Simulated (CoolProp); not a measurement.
Computed with CoolProp (reference Helmholtz-energy equation of state, Zhou 2012).

Question: For ethylbenzene, give the phase and the density (kg/m³), cp (kJ/(kg K)), cv (kJ/(kg K)), expansivity (1/kK) at 578.6 K and 1690 kPa.

Answer: 
- 578.6 K and 1690 kPa: gas; density 50.0, cp 2.49, cv 2.19, expansivity 4.71
